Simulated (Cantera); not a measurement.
Low-pressure radical oxidation in H2/O2

A perfectly stirred reactor is fed with H₂ : O₂ : N₂ = 1.8 : 1 : 4.6 (molar parts), at 2670 Pa; it is held at 1423 K, and followed from long to short residence time.

Computed with Cantera and GRI-Mech 3.0 (53 species, 325 reactions). Radical loss at walls, strong at low pressure, is not modelled. The temperature is held fixed by assumption; the heat of reaction is taken as removed at once.

| τ (s) | x H₂ | x O₂ | x N₂O | x H₂O₂ | x H | x NO | x H₂O |
|---|---|---|---|---|---|---|---|
| 0.31 | 0.0175 | 0.0246 | 2.56e-9 | 1.34e-7 | 0.0153 | 1.42e-5 | 0.243 |
| 0.10 | 0.0251 | 0.0301 | 2.22e-9 | 1.47e-7 | 0.0316 | 1.76e-5 | 0.222 |
| 0.036 | 0.0316 | 0.0359 | 2.00e-9 | 1.47e-7 | 0.0539 | 1.74e-5 | 0.197 |
| 0.012 | 0.0366 | 0.0416 | 1.81e-9 | 1.38e-7 | 0.0806 | 1.26e-5 | 0.171 |
| 0.0041 | 0.0403 | 0.0456 | 1.68e-9 | 1.30e-7 | 0.0990 | 6.39e-6 | 0.153 |
| 0.0014 | 0.0463 | 0.0494 | 1.54e-9 | 1.26e-7 | 0.106 | 2.44e-6 | 0.141 |
| 0.00047 | 0.0619 | 0.0570 | 1.28e-9 | 1.26e-7 | 0.102 | 7.10e-7 | 0.126 |
| 0.00016 | 0.104 | 0.0758 | 7.65e-10 | 1.09e-7 | 0.0797 | 1.33e-7 | 0.0957 |
x: mole fraction; the columns are a selection and need not sum to one.
